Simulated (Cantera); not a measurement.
Feed: 1 mol SiHCl₃, 0.32 mol NH₃, 96 mol N₂, at 100000 Pa.

Method: chemical equilibrium by Gibbs-energy minimisation in Cantera with the NASA 1993 tables (ideal gas, pure condensed phases). Candidate condensed phases: NH₄Cl, Si, Si₃N₄; 28 gas species. The tables' values for SiCl₃ are old estimates; treat these amounts as uncertain. Kinetics and transport are ignored.

**Question.** At 1198 K, list the 4 most abundant gas species with their mole fractions, and the condensed phases.

**Answer.** N₂ 0.978, HCl 0.0164, SiCl₄ 0.00353, H₂ 0.00181. Condensed: Si₃N₄(s).
